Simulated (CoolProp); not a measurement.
Properties of R236EA along the isobar 46 bar (Tc = 412.4 K, pc = 34.14 bar, ω = 0.368).

Computed with CoolProp (reference Helmholtz-energy equation of state, Rui 2013).

```json
[
 {"T (K)": "262.8", "phase": "liquid", "density (kg/m³)": "1544", "speed of sound (m/s)": "756.7", "expansivity (1/kK)": "1.776"},
 {"T (K)": "266.9", "phase": "liquid", "density (kg/m³)": "1533", "speed of sound (m/s)": "740.5", "expansivity (1/kK)": "1.804"},
 {"T (K)": "271", "phase": "liquid", "density (kg/m³)": "1522", "speed of sound (m/s)": "724.3", "expansivity (1/kK)": "1.834"},
 {"T (K)": "275", "phase": "liquid", "density (kg/m³)": "1510", "speed of sound (m/s)": "708.6", "expansivity (1/kK)": "1.864"},
 {"T (K)": "279.1", "phase": "liquid", "density (kg/m³)": "1499", "speed of sound (m/s)": "692.6", "expansivity (1/kK)": "1.897"},
 {"T (K)": "283.2", "phase": "liquid", "density (kg/m³)": "1487", "speed of sound (m/s)": "676.6", "expansivity (1/kK)": "1.931"},
 {"T (K)": "287.3", "phase": "liquid", "density (kg/m³)": "1475", "speed of sound (m/s)": "660.7", "expansivity (1/kK)": "1.968"},
 {"T (K)": "291.3", "phase": "liquid", "density (kg/m³)": "1464", "speed of sound (m/s)": "645.3", "expansivity (1/kK)": "2.005"},
 {"T (K)": "295.4", "phase": "liquid", "density (kg/m³)": "1452", "speed of sound (m/s)": "629.5", "expansivity (1/kK)": "2.046"},
 {"T (K)": "299.5", "phase": "liquid", "density (kg/m³)": "1439", "speed of sound (m/s)": "613.9", "expansivity (1/kK)": "2.090"},
 {"T (K)": "303.6", "phase": "liquid", "density (kg/m³)": "1427", "speed of sound (m/s)": "598.3", "expansivity (1/kK)": "2.136"},
 {"T (K)": "307.7", "phase": "liquid", "density (kg/m³)": "1414", "speed of sound (m/s)": "582.7", "expansivity (1/kK)": "2.186"},
 {"T (K)": "311.7", "phase": "liquid", "density (kg/m³)": "1402", "speed of sound (m/s)": "567.6", "expansivity (1/kK)": "2.237"},
 {"T (K)": "315.8", "phase": "liquid", "density (kg/m³)": "1389", "speed of sound (m/s)": "552.2", "expansivity (1/kK)": "2.294"}
]
```
